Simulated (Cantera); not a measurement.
**Equilibrium for iron carbonyl, mercury and lead vapours: PbO + N2**

Input: 1 mol PbO, 42 mol N2, equilibrated at 900 Torr.

Method: chemical equilibrium by Gibbs-energy minimisation in Cantera with the NASA 1993 tables (ideal gas, pure condensed phases). Candidate condensed phases: Pb, PbO, PbO2, Pb3O4; 12 gas species. Gases not in the tables: (PbO)n polymers. The numbers say what is thermodynamically allowed, not how fast it happens.

```
T (K)   x N2     x PbO      x Pb      x O2     x NO       x O     x Pb2     x NO2  n PbO(yellow)  n PbO(l)
-----  -----  --------  --------  --------  -------  --------  --------  --------  -------------  --------
925     1.00   1.70e-8   3.89e-9   1.36e-9  1.16e-9    <1e-12    <1e-12    <1e-12          1.000         0
1000    1.00   2.54e-7   5.14e-8   2.02e-8  1.09e-8    <1e-12    <1e-12    <1e-12          1.000         0
1075   1.000   2.57e-6   4.75e-7   2.00e-7  7.41e-8    <1e-12    <1e-12  2.64e-12          1.000         0
1150   1.000   1.90e-5   3.28e-6   1.44e-6  3.88e-7  9.12e-12    <1e-12  2.43e-11          0.999         0
1225   1.000   9.40e-5   1.62e-5   7.31e-6  1.57e-6  1.04e-10  1.61e-11  1.53e-10              0     0.995
1300   1.000  0.000376   6.53e-5   3.00e-5  5.33e-6  8.84e-10  1.86e-10  7.59e-10              0     0.981
1375   0.998   0.00128  0.000225  0.000105  1.58e-5   5.94e-9   1.62e-9   3.14e-9              0     0.937
1450   0.995   0.00380  0.000678  0.000318  4.16e-5   3.27e-8   1.12e-8   1.12e-8              0     0.811
```
x: gas mole fraction; n: condensed amount in mol.

From 925 K to 1150 K the condensed part is PbO(yellow). From 1225 K to 1450 K the condensed part is PbO(l).
